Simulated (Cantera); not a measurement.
Input: 1 mol NiS, 14 mol H2, 3 mol N2, equilibrated at 18.0 Pa.

These are equilibrium values from Cantera (NASA tables, ideal gas, pure condensed phases), not measurements of a reactor. Candidate condensed phases: Ni, NiS, NiS2, Ni3S2, Ni3S4, S; 17 gas species. Gases not in the tables: S3 to S7. Equilibrium is a limit: real reactors are often held back by kinetics, nucleation or transport.

Problem. At 852 °C, list the 5 most abundant gas species with their mole fractions, and the condensed phases.

Solution. H2 0.806, N2 0.176, H2S 0.0166, S2 0.00143, SH 7.53e-5. Condensed: Ni3S2(l).
